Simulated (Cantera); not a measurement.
Input (Python, Cantera) and output of one run.

```python
import numpy as np
import cantera as ct

gas_names = """
    B BH BH2 BH3 BN BO BO2 B2 B2O B2O2 B2O3 B3O3H3 H HBO HBO2 HNO HNO2 HNO3 HO2 H2 H2O H2O2 H3B3O6 N NH
    NH2 NH3 NH2OH NO NO2 NO3 N2 N2H2 N2H4 N2O O OH O2 O3
""".split()
cond_names = """
    B(b) B(L) BN(s) B2O3(L) B3O3H3(cr) H2O(s) H2O(L)
""".split()


# ... load() reads the species with a 1 bar reference pressure and builds the phases ...
atoms = {
    'B2H6': {'B': 2, 'H': 6},
    'H2O': {'H': 2, 'O': 1},
    'N2': {'N': 2},
    'O2': {'O': 2},
}
top_T = {'BN(s)': 3200}  # K; cautious upper limits of use, not melting points


# ... equilibrate(T, P, feed) seeds the gas with the atoms and calls Mixture.equilibrate('TP', solver="vcs", rtol=1e-11, max_steps=5000) ...
results = []
feed = {'B2H6': 1, 'H2O': 13, 'N2': 0.16, 'O2': 0.51}  # mol
for P in [10, 28, 77, 220, 600, 1700, 4600, 13000, 36000, 100000]:
    for T in [925, 975, 1025, 1075, 1125, 1175, 1225, 1275, 1325, 1375, 1425, 1475, 1525, 1575]:
        mix = equilibrate(T, P, feed)
        results.append((T, P, feed, dict(zip(mix.species_names, mix.species_moles))))

for T, P, feed, n in results:
    print(f"{T:7g} {P:10.4g}  " + (" + ".join(c for c in cond_names if n.get(c, 0) > 1e-12) or "gas only"))
```

Result:

```
    925         10  B2O3(L)
    975         10  B2O3(L)
   1025         10  B2O3(L)
   1075         10  B2O3(L)
   1125         10  B2O3(L)
   1175         10  B2O3(L)
   1225         10  B2O3(L)
   1275         10  gas only
   1325         10  gas only
   1375         10  gas only
   1425         10  gas only
   1475         10  gas only
   1525         10  gas only
   1575         10  gas only
    925         28  B2O3(L)
    975         28  B2O3(L)
   1025         28  B2O3(L)
   1075         28  B2O3(L)
   1125         28  B2O3(L)
   1175         28  B2O3(L)
   1225         28  B2O3(L)
   1275         28  B2O3(L)
   1325         28  gas only
   1375         28  gas only
   1425         28  gas only
   1475         28  gas only
   1525         28  gas only
   1575         28  gas only
    925         77  B2O3(L)
    975         77  B2O3(L)
   1025         77  B2O3(L)
   1075         77  B2O3(L)
   1125         77  B2O3(L)
   1175         77  B2O3(L)
   1225         77  B2O3(L)
   1275         77  B2O3(L)
   1325         77  B2O3(L)
   1375         77  gas only
   1425         77  gas only
   1475         77  gas only
   1525         77  gas only
   1575         77  gas only
    925        220  B2O3(L)
    975        220  B2O3(L)
   1025        220  B2O3(L)
   1075        220  B2O3(L)
   1125        220  B2O3(L)
   1175        220  B2O3(L)
   1225        220  B2O3(L)
   1275        220  B2O3(L)
   1325        220  B2O3(L)
   1375        220  gas only
   1425        220  gas only
   1475        220  gas only
   1525        220  gas only
   1575        220  gas only
    925        600  B2O3(L)
    975        600  B2O3(L)
   1025        600  B2O3(L)
   1075        600  B2O3(L)
   1125        600  B2O3(L)
   1175        600  B2O3(L)
   1225        600  B2O3(L)
   1275        600  B2O3(L)
   1325        600  B2O3(L)
   1375        600  B2O3(L)
   1425        600  gas only
   1475        600  gas only
   1525        600  gas only
   1575        600  gas only
    925       1700  B2O3(L)
    975       1700  B2O3(L)
   1025       1700  B2O3(L)
   1075       1700  B2O3(L)
   1125       1700  B2O3(L)
   1175       1700  B2O3(L)
   1225       1700  B2O3(L)
   1275       1700  B2O3(L)
   1325       1700  B2O3(L)
   1375       1700  B2O3(L)
   1425       1700  B2O3(L)
   1475       1700  B2O3(L)
   1525       1700  gas only
   1575       1700  gas only
    925       4600  B2O3(L)
    975       4600  B2O3(L)
   1025       4600  B2O3(L)
   1075       4600  B2O3(L)
   1125       4600  B2O3(L)
   1175       4600  B2O3(L)
   1225       4600  B2O3(L)
   1275       4600  B2O3(L)
   1325       4600  B2O3(L)
   1375       4600  B2O3(L)
   1425       4600  B2O3(L)
   1475       4600  B2O3(L)
   1525       4600  B2O3(L)
   1575       4600  gas only
    925    1.3e+04  B2O3(L)
    975    1.3e+04  B2O3(L)
   1025    1.3e+04  B2O3(L)
   1075    1.3e+04  B2O3(L)
   1125    1.3e+04  B2O3(L)
   1175    1.3e+04  B2O3(L)
   1225    1.3e+04  B2O3(L)
   1275    1.3e+04  B2O3(L)
   1325    1.3e+04  B2O3(L)
   1375    1.3e+04  B2O3(L)
   1425    1.3e+04  B2O3(L)
   1475    1.3e+04  B2O3(L)
   1525    1.3e+04  B2O3(L)
   1575    1.3e+04  B2O3(L)
    925    3.6e+04  B2O3(L)
    975    3.6e+04  B2O3(L)
   1025    3.6e+04  B2O3(L)
   1075    3.6e+04  B2O3(L)
   1125    3.6e+04  B2O3(L)
   1175    3.6e+04  B2O3(L)
   1225    3.6e+04  B2O3(L)
   1275    3.6e+04  B2O3(L)
   1325    3.6e+04  B2O3(L)
   1375    3.6e+04  B2O3(L)
   1425    3.6e+04  B2O3(L)
   1475    3.6e+04  B2O3(L)
   1525    3.6e+04  B2O3(L)
   1575    3.6e+04  B2O3(L)
    925      1e+05  B2O3(L)
    975      1e+05  B2O3(L)
   1025      1e+05  B2O3(L)
   1075      1e+05  B2O3(L)
   1125      1e+05  B2O3(L)
   1175      1e+05  B2O3(L)
   1225      1e+05  B2O3(L)
   1275      1e+05  B2O3(L)
   1325      1e+05  B2O3(L)
   1375      1e+05  B2O3(L)
   1425      1e+05  B2O3(L)
   1475      1e+05  B2O3(L)
   1525      1e+05  B2O3(L)
   1575      1e+05  B2O3(L)
```

These are equilibrium values from Cantera (NASA tables, ideal gas, pure condensed phases), not measurements of a reactor. The feed counts by its element totals alone. Gases not in the tables: H3BO3.
